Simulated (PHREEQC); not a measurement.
A made-up water analysis in mg/kgw, 25 °C, pH 2.07, pe 8.8: Na 293; K 42.4; Ca 451; Mg 23.6; Cl 130; S(6) as SO4 1200; Br 13.1; Mn(2) 0.839.

Valence states are taken as typed.

Computed with PHREEQC (ion-association model, phreeqc.dat).

Precipitation was switched off in this run.

Q: Order these S species by the share of S that they hold, largest first: CaSO4, SO4-2, MgSO4, HSO4-, NaSO4-.

A: SO4-2 (52 %), HSO4- (25 %), CaSO4 (18 %), MgSO4 (2.0 %), NaSO4- (1.5 %)

The pH is 2.07 and the ionic strength 0.0476 mol/kgw.
